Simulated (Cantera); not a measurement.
A closed system holds: 1 mol Si2H6, 31 mol N2O, 48 mol N2, held at 95000 Pa.

Equilibrium computed with Cantera from the NASA thermochemical tables; the gas is ideal and each condensed phase is pure. Candidate condensed phases: H2O, Si, SiO2, Si2N2O, Si3N4; 35 gas species. The feed counts by its element totals alone. Equilibrium is a limit: real reactors are often held back by kinetics, nucleation or transport.

Task: At 775 K, list the 3 most abundant gas species with their mole fractions, and the condensed phases.

Result: N2 0.840, O2 0.128, H2O 0.0319. Condensed: SiO2(α-quartz).
